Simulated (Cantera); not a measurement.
# Thermodynamics of silicon oxide and oxynitride deposition, feed HMDSO + O2 + CO2

Charge: 1 mol HMDSO, a varied amount of O2, 5.6 mol CO2, held at 1275 K and 7.20 Pa.

These are equilibrium values from Cantera (NASA tables, ideal gas, pure condensed phases), not measurements of a reactor. Candidate condensed phases: C, C6H6, C7H8, C8H18, H2O, Si, SiC, SiO2; 123 gas species. The feed counts by its element totals alone. The tables hold silica as quartz up to 1696 K and as liquid above; real silica turns to tridymite and cristobalite and melts near 1996 K. Rates play no part.

```json
[
 {"n(O2) (mol)": "2", "x CO2": "0.0128", "x CO": "0.550", "x H2O": "0.0163", "x H2": "0.421", "x O2": "<1e-12", "x OH": "2.54e-8", "x H": "5.63e-5", "x O": "3.32e-12", "n SiO2(β-quartz)": "2.00"},
 {"n(O2) (mol)": "3", "x CO2": "0.0571", "x CO": "0.506", "x H2O": "0.0691", "x H2": "0.368", "x O2": "1.49e-12", "x OH": "1.15e-7", "x H": "5.27e-5", "x O": "1.61e-11", "n SiO2(β-quartz)": "2.00"},
 {"n(O2) (mol)": "4", "x CO2": "0.104", "x CO": "0.459", "x H2O": "0.119", "x H2": "0.317", "x O2": "5.99e-12", "x OH": "2.14e-7", "x H": "4.89e-5", "x O": "3.22e-11", "n SiO2(β-quartz)": "2.00"},
 {"n(O2) (mol)": "5", "x CO2": "0.153", "x CO": "0.410", "x H2O": "0.167", "x H2": "0.270", "x O2": "1.63e-11", "x OH": "3.26e-7", "x H": "4.51e-5", "x O": "5.32e-11", "n SiO2(β-quartz)": "2.00"},
 {"n(O2) (mol)": "6.1", "x CO2": "0.210", "x CO": "0.353", "x H2O": "0.217", "x H2": "0.220", "x O2": "4.14e-11", "x OH": "4.68e-7", "x H": "4.07e-5", "x O": "8.47e-11", "n SiO2(β-quartz)": "2.00"},
 {"n(O2) (mol)": "7.1", "x CO2": "0.264", "x CO": "0.299", "x H2O": "0.260", "x H2": "0.177", "x O2": "9.15e-11", "x OH": "6.25e-7", "x H": "3.65e-5", "x O": "1.26e-10", "n SiO2(β-quartz)": "2.00"},
 {"n(O2) (mol)": "8.1", "x CO2": "0.321", "x CO": "0.242", "x H2O": "0.300", "x H2": "0.136", "x O2": "2.05e-10", "x OH": "8.22e-7", "x H": "3.21e-5", "x O": "1.89e-10", "n SiO2(β-quartz)": "2.00"},
 {"n(O2) (mol)": "9.1", "x CO2": "0.380", "x CO": "0.183", "x H2O": "0.339", "x H2": "0.0983", "x O2": "5.03e-10", "x OH": "1.09e-6", "x H": "2.72e-5", "x O": "2.95e-10", "n SiO2(β-quartz)": "2.00"},
 {"n(O2) (mol)": "10", "x CO2": "0.435", "x CO": "0.128", "x H2O": "0.371", "x H2": "0.0658", "x O2": "1.34e-9", "x OH": "1.46e-6", "x H": "2.23e-5", "x O": "4.83e-10", "n SiO2(β-quartz)": "2.00"},
 {"n(O2) (mol)": "11", "x CO2": "0.498", "x CO": "0.0652", "x H2O": "0.405", "x H2": "0.0319", "x O2": "6.83e-9", "x OH": "2.29e-6", "x H": "1.55e-5", "x O": "1.09e-9", "n SiO2(β-quartz)": "2.00"},
 {"n(O2) (mol)": "12", "x CO2": "0.563", "x CO": "0.000373", "x H2O": "0.437", "x H2": "0.000174", "x O2": "0.000266", "x OH": "3.34e-5", "x H": "1.15e-6", "x O": "2.15e-7", "n SiO2(β-quartz)": "2.00"},
 {"n(O2) (mol)": "13", "x CO2": "0.537", "x CO": "2.70e-5", "x H2O": "0.417", "x H2": "1.26e-5", "x O2": "0.0463", "x OH": "0.000119", "x H": "3.08e-7", "x O": "2.83e-6", "n SiO2(β-quartz)": "2.00"},
 {"n(O2) (mol)": "14", "x CO2": "0.513", "x CO": "1.87e-5", "x H2O": "0.398", "x H2": "8.71e-6", "x O2": "0.0885", "x OH": "0.000136", "x H": "2.56e-7", "x O": "3.91e-6", "n SiO2(β-quartz)": "2.00"}
]
```
x: gas mole fraction; n: condensed amount in mol.

From 2 mol O2 to 14 mol O2 the condensed part is SiO2(β-quartz).
